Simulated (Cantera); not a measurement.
Feed: 1 mol HMDSO, 1.1 mol NO, 2.3 mol H2, 1.8 mol O2, equilibrated at 13.3 mbar.

Method: chemical equilibrium by Gibbs-energy minimisation in Cantera with the NASA 1993 tables (ideal gas, pure condensed phases). Candidate condensed phases: C, C6H6, C7H8, C8H18, H2O, Si, SiC, SiO2, Si2N2O, Si3N4; 151 gas species. The feed counts by its element totals alone. Mutual solubility and eutectic melting of coexisting phases are not modelled. Gases not in the tables: Si2H6 and higher silanes. The numbers say what is thermodynamically allowed, not how fast it happens.

Problem. What share of the Si ends up in condensed phases as a function of T (°C), at 1250, 1300, 1350, 1400, 1450, 1500, 1550, 1600, 1650, 1700, 1750, 1800, 1850?

Solution. 
| T (°C) | Si condensed (%) | as |
|---|---|---|
| 1250 | 94.3 | SiC(s) + Si2N2O(s) |
| 1300 | 88.1 | SiC(s) + Si2N2O(s) |
| 1350 | 75.2 | SiC(s) + Si2N2O(s) |
| 1400 | 57.5 | SiC(s) |
| 1450 | 57.5 | SiC(s) |
| 1500 | 57.4 | SiC(s) |
| 1550 | 57.4 | SiC(s) |
| 1600 | 57.3 | SiC(s) |
| 1650 | 57.2 | SiC(s) |
| 1700 | 57.0 | SiC(s) |
| 1750 | 56.7 | SiC(s) |
| 1800 | 56.0 | SiC(s) |
| 1850 | 54.8 | SiC(s) |
